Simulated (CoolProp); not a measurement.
Toluene at several states: Z from the reference equation and from simpler models built on Tc = 591.7 K, pc = 4.126 MPa, ω = 0.266; each cubic takes its own stable root.

Values from CoolProp's reference Helmholtz-energy equation of state, Lemmon 2006. It is a short technical equation, of lower accuracy than the large ones.

| T (K) | p (MPa) | phase | reference | van der Waals | Redlich-Kwong | Soave-Redlich-Kwong | Peng-Robinson |
|---|---|---|---|---|---|---|---|
| 559.2 | 0.235 | gas | 0.9744 | 0.9803 | 0.9768 | 0.9762 | 0.9739 |
| 253.7 | 0.0108 | liquid | 0.0005222 | 0.9947 | 0.0006022 | 0.0005930 | 0.0005283 |
| 385.9 | 2.13 | liquid | 0.07844 | 0.1317 | 0.09049 | 0.08740 | 0.07738 |
| 497.7 | 2.84 | liquid | 0.09738 | 0.1633 | 0.1173 | 0.1117 | 0.09865 |
| 553.3 | 0.0217 | gas | 0.9976 | 0.9982 | 0.9978 | 0.9978 | 0.9975 |

At some of these states van der Waals gives the other phase, because its saturation line lies elsewhere.
